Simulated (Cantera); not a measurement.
**Iron carbonyl, mercury and lead vapours: HgO + O2 + H2**

Charge: 1 mol HgO, 0.2 mol O2, 80 mol H2.

These are equilibrium values from Cantera (NASA tables, ideal gas, pure condensed phases), not measurements of a reactor. Candidate condensed phases: H2O, Hg, HgO; 10 gas species. Equilibrium is a limit: real reactors are often held back by kinetics, nucleation or transport.

### Question
Map the stable condensed phases over T = 177, 252, 327, 402, 477, 552, 627, 702, 777, 852, 927, 1002, 1077, 1152 °C and P in Pa = 10, 68, 460, 3200, 22000, 150000, 1000000.

### Answer
```
T in °C \ P in Pa
              10      68     460    3200   22000  150000 1000000
   1152        A       A       A       A       A       A       A
   1077        A       A       A       A       A       A       A
   1002        A       A       A       A       A       A       A
    927        A       A       A       A       A       A       A
    852        A       A       A       A       A       A       A
    777        A       A       A       A       A       A       A
    702        A       A       A       A       A       A       A
    627        A       A       A       A       A       A       A
    552        A       A       A       A       A       A       A
    477        A       A       A       A       A       A       A
    402        A       A       A       A       A       A       A
    327        A       A       A       A       A       A       A
    252        A       A       A       A       A       A       B
    177        A       A       A       A       A       B       B
```
A: gas only; B: Hg.
